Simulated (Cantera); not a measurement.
# Silicon carbide growth: SiH2Cl2 + C2H4 + H2

Feed: 1 mol SiH2Cl2, 0.23 mol C2H4, 1100 mol H2, equilibrated at 1850 K and 1.00 bar.

Method: chemical equilibrium by Gibbs-energy minimisation in Cantera with the NASA 1993 tables (ideal gas, pure condensed phases). Candidate condensed phases: C, C6H6, C7H8, C8H18, Si, SiC; 109 gas species. Mutual solubility and eutectic melting of coexisting phases are not modelled. Gases not in the tables: Si2H6 and higher silanes. The numbers say what is thermodynamically allowed, not how fast it happens.

```
Property                                   Result
--------------------------------------  ---------
x(H2)                                       0.998
x(HCl)                                    0.00179
x(H)                                     0.000538
x(SiH2)                                   4.21e-5
x(CH4)                                    1.96e-5
x(SiCl2)                                  9.31e-6
x(Si)                                     6.45e-6
x(SiH)                                    6.39e-6
x(SiH4)                                   1.07e-6
n(Si(l))                                0.489 mol
n(SiC(s))                               0.438 mol
gas amount                               1103 mol
log10 activity of C(graphite) (absent)      -1.52
```
